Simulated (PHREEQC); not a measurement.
## Hard or scaling water

Make-up at 25 °C: 0.00079 mol Ca(HCO3)2, 0.29 mol Na2SO4 and 0.0096 mol NaCl per kg of water. Closed to the air; pH follows from the charge balance.

Model: ion-association model, wateq4f.dat, run in PHREEQC.

Precipitation was switched off in this run.

What pH, ionic strength, activity of water does the model give?

pH 7.72; ionic strength 0.695 mol/kgw; activity of water 0.986.

In which forms is Ca present?

CaSO4 60 %, Ca+2 40 % of the Ca.

Complexes and solids missing from the database can't appear.
